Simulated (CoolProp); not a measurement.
1000 sccm (0 °C, 1 atm) of nitrogen bubbles through liquid ethylbenzene at 352.3 K and leaves saturated at a total pressure of 0.0566 MPa (ideal gas phase). Each further row changes one setting.

Values from CoolProp's reference Helmholtz-energy equation of state, Zhou 2012.

```
case                      vapour pressure (kPa)  mole fraction of vapour  delivery (mg/min)  delivery (sccm)  change of delivery for a bath 1 K warmer (%)
------------------------  ---------------------  -----------------------  -----------------  ---------------  --------------------------------------------
as stated                                  16.2                    0.287               1910              [?]                                           5.6
bath temperature 357.3 K                   19.6                    0.346               2510              [?]                                           5.9
total pressure 0.113 MPa                   16.2                    0.144                [?]              [?]                                           4.6
```

Task: What belongs in the gaps?

Result: 
- as stated, delivery (sccm): 402
- bath temperature 357.3 K, delivery (sccm): 530
- total pressure 0.113 MPa, delivery (mg/min): 795
- total pressure 0.113 MPa, delivery (sccm): 168
